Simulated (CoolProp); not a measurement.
Dimethyl carbonate along the isotherm 600 K: Z from the reference equation and from simpler models built on Tc = 557.0 K, pc = 4.909 MPa, ω = 0.346; each cubic takes its own stable root.

Computed with CoolProp (reference Helmholtz-energy equation of state, Zhou 2011).

| p (MPa) | phase | reference | van der Waals | Redlich-Kwong |
|---|---|---|---|---|
| 0.818 | gas | 0.9540 | ___ | 0.9531 |
| 1.64 | gas | ___ | ___ | 0.9032 |
| 2.45 | gas | 0.8542 | 0.8614 | 0.8506 |
| 3.27 | gas | 0.7985 | 0.8055 | 0.7932 |
| 4.09 | gas | 0.7376 | 0.7414 | 0.7300 |
| 4.91 | supercritical | 0.6705 | ___ | ___ |
| 5.73 | supercritical | 0.5969 | 0.5630 | 0.5764 |
| 6.55 | supercritical | 0.5198 | 0.4411 | 0.4839 |
| 7.36 | supercritical | ___ | 0.4073 | ___ |

Task: Complete the blanks.

Result: 
- 0.818, van der Waals: 0.9573
- 1.64, reference: 0.9053
- 1.64, van der Waals: 0.9111
- 4.91, van der Waals: 0.6643
- 4.91, Redlich-Kwong: 0.6588
- 7.36, reference: 0.4496
- 7.36, Redlich-Kwong: 0.4168
